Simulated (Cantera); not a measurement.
An adiabatic, constant-volume homogeneous reactor starts with 1.73 % C3H8, 20.6 % O2, 77.6 % N2, equivalence ratio 0.42, at 1425 K and 5.00 bar.

Model: GRI-Mech 3.0 (53 species, 325 reactions), integrated in Cantera. GRI-Mech 3.0 was tuned for natural gas; its chemistry of propane as a main component is partial and can be far from experiment.

One state of this run: T (K) = 2512; P (bar) = 9.00; x C3H8 = <1e-12; x O2 = 0.113; x HCN = 2.83e-12; x C2H2 = <1e-12; x CO = 0.00192; x CH2 = <1e-12; x C2H4 = <1e-12. x: mole fraction; the columns are a selection and need not sum to one.

Which value of t (s) does it belong to?
A) 2.56e-5
B) 9.00e-6
C) 7.30e-5
D) 0.00169

D, 0.00169
